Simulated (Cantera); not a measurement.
Input: 1 mol Si, 1.6 mol H2O, 290 mol H2, at 10.0 mbar.

Cantera equilibrium calculation (NASA polynomials, part measured and part estimated; ideal gas, pure solids and liquids). Candidate condensed phases: H2O, Si, SiO2; 18 gas species. Mutual solubility and eutectic melting of coexisting phases are not modelled. The tables hold silica as quartz up to 1696 K and as liquid above; real silica turns to tridymite and cristobalite and melts near 1996 K. Equilibrium is a limit: real reactors are often held back by kinetics, nucleation or transport.

x: gas mole fraction; n: condensed amount in mol.

| T (K) | x H2 | x SiO | x H2O | x H | x OH | x SiH2 | x SiO2 | n Si(s) | n SiO2(β-quartz) |
|---|---|---|---|---|---|---|---|---|---|
| 1073 | 1.000 | 8.89e-7 | 5.19e-9 | 1.40e-7 | <1e-12 | 6.77e-10 | <1e-12 | 0.200 | 0.800 |
| 1123 | 1.000 | 5.00e-6 | 1.44e-8 | 4.26e-7 | <1e-12 | 2.26e-9 | <1e-12 | 0.199 | 0.799 |
| 1173 | 1.000 | 2.42e-5 | 3.63e-8 | 1.18e-6 | <1e-12 | 6.81e-9 | <1e-12 | 0.196 | 0.796 |
| 1223 | 1.000 | 0.000103 | 8.50e-8 | 3.01e-6 | <1e-12 | 1.87e-8 | <1e-12 | 0.185 | 0.785 |
| 1273 | 1.000 | … | … | … | <1e-12 | … | <1e-12 | … | 0.743 |
| 1323 | 0.999 | 0.00132 | 3.82e-7 | 1.58e-5 | <1e-12 | 1.13e-7 | <1e-12 | 0.00695 | 0.607 |
| 1373 | 0.999 | 0.00137 | 2.23e-6 | 3.33e-5 | 1.33e-12 | 2.78e-8 | 2.64e-12 | 0 | 0.599 |
| 1423 | 0.999 | 0.00138 | … | … | … | … | 1.64e-11 | 0 | 0.597 |
| 1473 | 0.998 | 0.00142 | 5.42e-5 | 0.000126 | 1.79e-10 | 2.16e-9 | 8.95e-11 | 0 | 0.584 |
| 1523 | 0.998 | 0.00158 | 0.000209 | 0.000231 | 1.49e-9 | 8.14e-10 | 4.37e-10 | 0 | 0.539 |
| 1573 | 0.997 | 0.00201 | 0.000636 | 0.000406 | 9.36e-9 | 4.36e-10 | 1.93e-9 | 0 | 0.414 |
| 1623 | 0.995 | 0.00292 | 0.00155 | 0.000689 | 4.50e-8 | 3.29e-10 | 7.73e-9 | 0 | 0.146 |
| 1673 | 0.993 | 0.00342 | 0.00205 | 0.00114 | 1.13e-7 | 3.63e-10 | 1.34e-8 | 0 | 0 |
| 1723 | 0.993 | 0.00341 | 0.00205 | 0.00182 | 2.06e-7 | 4.49e-10 | 1.50e-8 | 0 | 0 |

Problem. Complete the blanks.

Solution. 
- 1423, x H2O: 1.18e-5
- 1423, x H: 6.64e-5
- 1423, x OH: 1.70e-11
- 1423, x SiH2: 7.22e-9
- 1273, x SiO: 0.000388
- 1273, x H2O: 1.86e-7
- 1273, x H: 7.13e-6
- 1273, x SiH2: 4.76e-8
- 1273, n Si(s): 0.143
